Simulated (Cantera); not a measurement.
An adiabatic, constant-volume homogeneous reactor starts with CH4 : O2 : N2 = 1 : 5.56 : 20.9 (molar parts), equivalence ratio 0.36, at 1625 K and 218 Torr.

Model: GRI-Mech 3.0 (53 species, 325 reactions), integrated in Cantera.

Q: Predict: time of steepest temperature rise; temperature at 6.00 s; equilibrium temperature; x(O2) at 6.00 s; x(H2O) at 6.00 s; x(HO2) at 6.00 s.

A: 
```
Item                                                                 Value
---------------------------------  ---------------------------------------
time of steepest temperature rise                                 0.978 ms
temperature at 6.00 s                                               2419 K
equilibrium temperature                                             2419 K
x(O2) at 6.00 s                        0.119 (gas-phase equilibrium 0.119)
x(H2O) at 6.00 s                     0.0658 (gas-phase equilibrium 0.0658)
x(HO2) at 6.00 s                   4.94e-6 (gas-phase equilibrium 4.94e-6)
```
